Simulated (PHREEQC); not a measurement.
Consider water at 20 °C with 62 mmol/kgw Cu(NO3)2, 0.67 mmol/kgw HBF4 and 47 mmol/kgw H3BO3. Closed to the air; pH follows from the charge balance.

Computed with PHREEQC (ion-association model, phreeqc.dat).

```json
{
 "pH": "3.01",
 "ionic_strength": "0.187 mol/kgw",
 "specific_conductance": "10400 µS/cm",
 "density": "1.009 g/cm³",
 "total_alkalinity": "-2.68 meq/kg"
}
```

```csv
species,molality,activity,log γ
NO3-,0.124,0.0871,-0.153
Cu+2,0.0618,0.0208,-0.473
H3BO3,0.0471,0.0491,0.019
H+,0.00122,0.000980,-0.096
F-,0.000472,0.000337,-0.146
HF,0.000434,0.000453,0.019
BF2(OH)2-,0.000298,0.000224,-0.124
CuF+,0.000162,0.000122,-0.124
BF4-,0.000162,0.000122,-0.124
BF3OH-,0.000119,8.94e-5,-0.124
BF(OH)3-,8.33e-6,6.26e-6,-0.124
HF2-,7.49e-7,5.63e-7,-0.124
```

No solid was allowed to form. Real BF4- forms and hydrolyses slowly; the run takes it at equilibrium.
